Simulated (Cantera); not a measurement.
## Reactions in the system C-O-Pb

Standard-state values (1 bar) from the NASA 1993 polynomials, evaluated with Cantera. Values are per mole of reaction as written; species without (g) are pure solids or liquids, kept so even where they would boil at 1 bar.

CO2(g) + Pb ⇌ CO(g) + PbO(g)

```tsv
T (K)	ΔH° (kJ)	ΔS° (J/K)	ΔG° (kJ)	log10 K	condensed phases
300	353.3	159.1	305.5	-53.20	Pb(s)
1823	329.8	131.8	89.5	-2.56	Pb(l)
1873	329.1	131.4	82.9	-2.31	Pb(l)
1923	328.3	131.0	76.4	-2.07	Pb(l)
1973	327.6	130.7	69.8	-1.85	Pb(l)
2023	326.9	130.3	63.3	-1.63	Pb(l)
2073	326.1	129.9	56.8	-1.43	Pb(l)
2123	325.4	129.6	50.3	-1.24	Pb(l)
2173	324.6	129.2	43.8	-1.05	Pb(l)
```
